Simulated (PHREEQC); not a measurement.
PHREEQC input (Pitzer model, pitzer.dat):

```
SOLUTION 1
  temp 25
  units mol/kgw
  pH 7 charge
  C(4) 0.26
  Na 0.534
END
USE solution 1
INCREMENTAL_REACTIONS false
REACTION 1
  H2O -1
  0 9.886 18.011 24.689 30.178 34.689 38.397 41.444
  43.949 46.007 47.699 49.089 50.232 51.172 51.944 52.578 moles
EQUILIBRIUM_PHASES 1
  Nahcolite 0 0
  Natron 0 0
  Trona 0 0
SELECTED_OUTPUT 1
  -reset false
  -pH true
  -pe true
  -ionic_strength true
  -water true
  -activities H2O
  -totals C Na
  -molalities H+ Na+ CO3-2 OH- HCO3- CO2
  -equilibrium_phases Nahcolite Natron Trona
PRINT
  -reset false
END
```

Selected output (columns that matter, 16 of 16 rows; water left (kg) added in front):

```
water left (kg)	pH	mu	C	Na	m_H+	m_Na+	m_CO3-2	m_OH-	la_H2O	Natron
1	12.005	0.79266	0.26	0.534	2.1168e-12	0.534	0.25866	0.015343	-0.0048545	0
0.821899	12.081	0.96476	0.31634	0.64972	1.8768e-12	0.64972	0.31504	0.01833	-0.0058191	0
0.675523	12.16	1.1742	0.38489	0.7905	1.6533e-12	0.7905	0.38365	0.021964	-0.0069693	0
0.555215	12.243	1.4289	0.46829	0.96179	1.4449e-12	0.96179	0.46711	0.02639	-0.0083412	0
0.456328	12.33	1.7389	0.56977	1.1702	1.2501e-12	1.1702	0.56866	0.031783	-0.0099806	0
0.37506	12.422	2.116	0.69322	1.4238	1.068e-12	1.4238	0.6922	0.038352	-0.011947	0
0.308259	12.519	2.5748	0.84345	1.7323	8.9792e-13	1.7323	0.8425	0.046359	-0.014324	0
0.253365	12.623	3.133	1.0262	2.1076	7.3984e-13	2.1076	1.0253	0.056115	-0.017227	0
0.208236	12.733	3.8122	1.2486	2.5644	5.9433e-13	2.5644	1.2478	0.068006	-0.020827	0
0.17116	12.851	4.6382	1.519	3.1199	4.627e-13	3.1199	1.5184	0.082486	-0.025373	0
0.140677	12.977	5.6435	1.8482	3.7959	3.465e-13	3.7959	1.8476	0.10013	-0.031245	0
0.115636	13.111	6.8659	2.2484	4.618	2.4747e-13	4.618	2.2479	0.12161	-0.039012	0
0.0932595	13.255	8.1948	2.6817	5.5136	1.6721e-13	5.5136	2.6813	0.15058	-0.048468	0.0099035
0.0598873	13.451	8.1913	2.6526	5.539	1.0615e-13	5.539	2.6523	0.23406	-0.049783	0.10114
0.0325011	13.727	8.1884	2.5859	5.6026	5.5826e-14	5.6026	2.5858	0.43091	-0.052951	0.17595
0.0101736	14.294	8.3099	2.3113	5.9986	1.4624e-14	5.9986	2.3112	1.3762	-0.069824	0.23649
```
